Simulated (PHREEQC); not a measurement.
Dissolve 6.8 mmol/kgw KNO3 at 25 °C. It is in equilibrium with CO2 at log p = -3.4 (atm). Otherwise closed; pH follows from the charge balance.

Computed with PHREEQC (ion-association model, wateq4f.dat).

Each row changes one thing in this solution. This is a speciation only: nothing precipitates in the calculation.

```json
[
 {"case": "as made", "pH": "5.61", "ionic strength (mol/kgw)": "0.00680", "HCO3- (mol/kgw)": "2.66e-6", "CO3-2 (mol/kgw)": "6.52e-11"},
 {"case": "diluted 10-fold with water", "pH": "5.61", "ionic strength (mol/kgw)": "0.000682", "HCO3- (mol/kgw)": "2.52e-6", "CO3-2 (mol/kgw)": "[?]"},
 {"case": "KNO3 from 0.0068 to 0.00136 mol/kgw", "pH": "5.61", "ionic strength (mol/kgw)": "0.00136", "HCO3- (mol/kgw)": "2.55e-6", "CO3-2 (mol/kgw)": "5.50e-11"},
 {"case": "KNO3 from 0.0068 to 0.0102 mol/kgw", "pH": "5.61", "ionic strength (mol/kgw)": "0.0102", "HCO3- (mol/kgw)": "2.70e-6", "CO3-2 (mol/kgw)": "6.94e-11"},
 {"case": "KNO3 from 0.0068 to 0.0136 mol/kgw", "pH": "5.61", "ionic strength (mol/kgw)": "0.0136", "HCO3- (mol/kgw)": "2.73e-6", "CO3-2 (mol/kgw)": "[?]"},
 {"case": "0.0024 mol/kgw NaHCO3 added", "pH": "8.54", "ionic strength (mol/kgw)": "0.00925", "HCO3- (mol/kgw)": "0.00229", "CO3-2 (mol/kgw)": "4.96e-5"},
 {"case": "diluted 5-fold with water", "pH": "5.61", "ionic strength (mol/kgw)": "0.00136", "HCO3- (mol/kgw)": "2.55e-6", "CO3-2 (mol/kgw)": "5.50e-11"}
]
```

Task: What belongs in the gaps?

Result: 
- diluted 10-fold with water, CO3-2 (mol/kgw): 5.26e-11
- KNO3 from 0.0068 to 0.0136 mol/kgw, CO3-2 (mol/kgw): 7.29e-11
